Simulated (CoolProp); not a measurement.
Values from CoolProp's reference Helmholtz-energy equation of state, Thol 2015.

Task: Give the vapour pressure (bar), vapour density (kg/m³), liquid cp (kJ/(kg K)), surface tension (mN/m) of saturated octamethylcyclotetrasiloxane (D4) at 360.6, 443.7, 451.3 K.

Result: 
| T (K) | p (bar) | vapour density (kg/m³) | liquid cp (kJ/(kg K)) | surface tension (mN/m) |
|---|---|---|---|---|
| 360.6 | 0.0509 | 0.507 | 1.79 | 13.4 |
| 443.7 | 0.886 | 7.66 | 1.98 | 7.72 |
| 451.3 | 1.08 | 9.26 | 2.00 | 7.22 |

Surface tension comes from a separate correlation (Mulero 2014), older than this fluid's equation and unchecked against measurements.
